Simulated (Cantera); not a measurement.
**Low-pressure radical oxidation in H2/O2**

An isothermal, constant-pressure homogeneous reactor starts with 1.15 % H2, 82.4 % O2, 16.5 % N2, equivalence ratio 0.0070, at 923 K and 4.73 Torr.

Model: GRI-Mech 3.0 (53 species, 325 reactions), integrated in Cantera. Radical loss at walls, strong at low pressure, is not modelled. Below about 950 K walls govern HO2 and H2O2 in real vessels.

```
t (s)         x H2   x O2     x H2O      x OH       x H       x O
--------  --------  -----  --------  --------  --------  --------
1.00e-5     0.0115  0.824    <1e-12    <1e-12    <1e-12    <1e-12
6.13e-5     0.0115  0.824    <1e-12    <1e-12    <1e-12    <1e-12
0.000376    0.0115  0.824    <1e-12    <1e-12  1.28e-12    <1e-12
0.00231     0.0115  0.824  5.89e-12  6.69e-12  5.52e-12  1.04e-11
0.0141      0.0115  0.824   1.66e-9  6.06e-10  3.61e-10   1.34e-9
0.0867    0.000832  0.817   0.00951  0.000605   0.00181   0.00484
0.532      1.38e-5  0.822    0.0115   9.46e-5   4.80e-5  0.000843
3.26       5.03e-7  0.823    0.0116   1.90e-5   4.12e-7   3.61e-5
20.0       1.63e-8  0.823    0.0116   3.87e-6   3.37e-9   1.45e-6
```
x: mole fraction; the columns are a selection and need not sum to one.

Equilibrium at this temperature and pressure: H2 1.18e-12, O2 0.823, H2O 0.0116, OH 3.84e-8, H <1e-12, O 1.44e-10 (gas phase only).
